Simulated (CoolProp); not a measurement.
Computed with CoolProp (reference Helmholtz-energy equation of state, Lemmon 2006). It is a short technical equation, of lower accuracy than the large ones.

Problem. Give the vapour pressure (MPa), vapour Z, surface tension (mN/m), vapour viscosity (µPa s) of saturated n-decane at 354.5, 363.3, 407.6 K.

Solution. 
```csv
T (K),p (MPa),vapour Z,surface tension (mN/m),vapour viscosity (µPa s)
354.5,0.00433,0.993,18.2,6.22
363.3,0.00638,0.991,17.4,6.36
407.6,0.0327,0.971,13.6,7.08
```

Viscosity comes from a separate model (Huber 2004). Surface tension comes from a separate correlation (Mulero 2012).
